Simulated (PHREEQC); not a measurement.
Make-up at 60 °C: 0.13 mol/kgw CuSO4, 0.0016 mol/kgw H2SO4 and 0.00025 mol/kgw FeCl3. Closed to the air; pH follows from the charge balance.

Model: ion-association model, phreeqc.dat, run in PHREEQC.

| quantity | before | after |
|---|---|---|
| pH | 3.26 | 3.13 |
| ionic strength (mol/kgw) | 0.254 | 0.257 |
| SO4-2 (mol/kgw) | 0.0624 | 0.0633 |
| HSO4- (mol/kgw) | 0.00266 | 0.00230 |
| Cl- (mol/kgw) | 0.000613 | 0.000680 |
| FeSO4+ (mol/kgw) | 0.000102 | 0.000148 |
| SI of Goethite (FeOOH) | +5.23 | +4.52 |
| SI of Hematite (Fe2O3) | +12.62 | +11.11 |

Q: What was changed between the two runs?
(A) H2SO4 replaced by Na2SO4 at the same molality
(B) 0.0035 mol/kgw NaCl added
(C) temperature from 60 to 5 °C
(D) temperature from 60 to 40 °C
(E) CuSO4 left out

A: D, temperature from 60 to 40 °C

No solid was allowed to form. Some of these states are supersaturated (in Hematite (slow to form), Goethite (slow to form), for instance). Constants without temperature data keep their 25 °C values here.
